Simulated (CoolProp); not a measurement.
The numbers come from the reference Helmholtz-energy equation of state, Schmidt 1985 in CoolProp.

Problem. Give the vapour pressure (kPa), vapour density (kg/m³), enthalpy of vaporisation (kJ/kg), liquid cp (kJ/(kg K)) of saturated oxygen at -141.85, -138.95, -127.35 °C.

Solution. 
```tsv
T (°C)	p (kPa)	vapour density (kg/m³)	enthalpy of vaporisation (kJ/kg)	liquid cp (kJ/(kg K))
-141.85	1860	73.3	150	2.20
-138.95	2140	85.5	143	2.32
-127.35	3560	163	102	3.55
```
